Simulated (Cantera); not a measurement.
A closed system holds: 1 mol SiHCl₃, 0.07 mol Cl₂, 15 mol N₂, at 1323 K and 0.110 bar.

Method: chemical equilibrium by Gibbs-energy minimisation in Cantera with the NASA 1993 tables (ideal gas, pure condensed phases). Candidate condensed phases: NH₄Cl, Si, Si₃N₄; 28 gas species. N₂ is the only nitrogen source here; it is nearly inert below about 1500 K, so the nitride shown seldom forms there in practice. The tables' values for SiCl₃ are old estimates; treat these amounts as uncertain. The numbers say what is thermodynamically allowed, not how fast it happens.

Base state: N₂ 0.906, HCl 0.0537, SiCl₄ 0.0327, H₂ 0.00389, SiCl₃ 0.00229, SiCl₂ 0.000880, SiHCl₃ 0.000120 (mole fractions); condensed: Si₃N₄(s).

What changes in the equilibrium state with this change: temperature from 1323 K to 1673 K?


| species | before | after |
|---|---|---|
| N₂ | 0.906 | 0.887 |
| HCl | 0.0537 | 0.0490 |
| SiCl₂ | 0.000880 | 0.0452 |
| SiCl₄ | 0.0327 | 0.00425 |
| H | 2.98e-7 | 2.43e-5 |
| Cl | 3.45e-6 | 0.000186 |
| Si₃N₄(s), mol | 0.139 | 0 |

What changes in the equilibrium state with this change: SiHCl₃ replaced by SiCl₄?


```
species          before    after
-------------  --------  -------
N₂                0.906    0.932
SiCl₄            0.0327   0.0621
Cl₂             5.69e-9  0.00308
HCl              0.0537        0
H₂              0.00389        0
SiCl₂          0.000880  3.09e-9
SiHCl₃         0.000120        0
Si₃N₄(s), mol     0.139        0
```
